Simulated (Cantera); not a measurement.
**Stirred combustor or abatement burner**

A perfectly stirred reactor is fed with 3.82 % CH4, 0.765 % CO, 20.1 % O2, 75.3 % N2, at 14.8 atm; it is adiabatic with a 575 K inlet, and is followed from long to short residence time, starting on the burning branch (τ in s: 0.064, 0.022, 0.0078, 0.0027, 0.00096, 0.00034, 0.00012, 4.1e-05, 1.4e-05).

Computed with Cantera and GRI-Mech 3.0 (53 species, 325 reactions). The pressure lies above the range GRI-Mech 3.0 was tuned for (to about 10 atm).

```json
[
 {"τ (s)": "0.064", "T (K)": "1520", "x CH4": "2.90e-5", "x CO": "0.000308", "x O2": "0.121", "x CH2CO": "9.00e-8", "x C2H": "<1e-12"},
 {"τ (s)": "0.022", "T (K)": "1514", "x CH4": "7.98e-5", "x CO": "0.000867", "x O2": "0.121", "x CH2CO": "5.28e-7", "x C2H": "2.62e-12"},
 {"τ (s)": "0.0078", "T (K)": "1498", "x CH4": "0.000233", "x CO": "0.00252", "x O2": "0.123", "x CH2CO": "2.68e-6", "x C2H": "5.91e-12"},
 {"τ (s)": "0.0027", "T (K)": "1401", "x CH4": "0.00144", "x CO": "0.0108", "x O2": "0.129", "x CH2CO": "2.31e-5", "x C2H": "5.37e-12"},
 {"τ (s)": "0.00096", "T (K)": "575", "x CH4": "0.0382", "x CO": "0.00765", "x O2": "0.201", "x CH2CO": "<1e-12", "x C2H": "<1e-12"},
 {"τ (s)": "0.00034", "T (K)": "575", "x CH4": "0.0382", "x CO": "0.00765", "x O2": "0.201", "x CH2CO": "<1e-12", "x C2H": "<1e-12"},
 {"τ (s)": "0.00012", "T (K)": "575", "x CH4": "0.0382", "x CO": "0.00765", "x O2": "0.201", "x CH2CO": "<1e-12", "x C2H": "<1e-12"},
 {"τ (s)": "4.1e-5", "T (K)": "575", "x CH4": "0.0382", "x CO": "0.00765", "x O2": "0.201", "x CH2CO": "<1e-12", "x C2H": "<1e-12"},
 {"τ (s)": "1.4e-5", "T (K)": "575", "x CH4": "0.0382", "x CO": "0.00765", "x O2": "0.201", "x CH2CO": "<1e-12", "x C2H": "<1e-12"}
]
```
x: mole fraction; the columns are a selection and need not sum to one.
